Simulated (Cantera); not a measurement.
An adiabatic, constant-pressure homogeneous reactor starts with CH3OH : O2 : N2 = 1 : 4.17 : 15.7 (molar parts), at 1823 K and 1000000 Pa. Integrator tolerance rtol = 1e-08.

Computed with Cantera and GRI-Mech 3.0 (53 species, 325 reactions). GRI-Mech 3.0 was tuned for natural gas; its chemistry of methanol as a main component is partial and can be far from experiment.

Task: What does this change do: 0.9 parts CO2 added?

Result: 
```
quantity                                                              before                                      after
---------------------------------  -----------------------------------------  -----------------------------------------
time of steepest temperature rise                                    4.50 µs                                    4.56 µs
temperature at 3.00 s                                                 2532 K                                     2491 K
equilibrium temperature                                               2532 K                                     2491 K
x(CH3OH) at 3.00 s                     <1e-12 (gas-phase equilibrium <1e-12)      <1e-12 (gas-phase equilibrium <1e-12)
x(O2) at 3.00 s                          0.114 (gas-phase equilibrium 0.114)        0.111 (gas-phase equilibrium 0.111)
x(C2H) at 3.00 s                       <1e-12 (gas-phase equilibrium <1e-12)      <1e-12 (gas-phase equilibrium <1e-12)
x(OH) at 3.00 s                      0.00729 (gas-phase equilibrium 0.00729)    0.00626 (gas-phase equilibrium 0.00626)
x(NO2) at 3.00 s                     3.45e-5 (gas-phase equilibrium 3.45e-5)    3.19e-5 (gas-phase equilibrium 3.19e-5)
x(HCN) at 3.00 s                   5.13e-12 (gas-phase equilibrium 5.13e-12)  5.63e-12 (gas-phase equilibrium 5.63e-12)
```
